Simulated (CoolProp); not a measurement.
Values from CoolProp's reference Helmholtz-energy equation of state, Younglove 1994. It is a modified Benedict-Webb-Rubin equation, recast in Helmholtz form.

Q: Give the vapour pressure (MPa), vapour density (kg/m³), liquid cp (kJ/(kg K)), liquid conductivity (mW/(m K)) of saturated R123 at 322.1, 326.5, 356.9 K.

A: 
```csv
T (K),p (MPa),vapour density (kg/m³),liquid cp (kJ/(kg K)),liquid conductivity (mW/(m K))
322.1,0.206,12.6,1.05,70.1
326.5,0.235,14.4,1.06,68.9
356.9,0.537,32.0,1.11,61.8
```

Thermal conductivity comes from a separate model (Laesecke 1996).
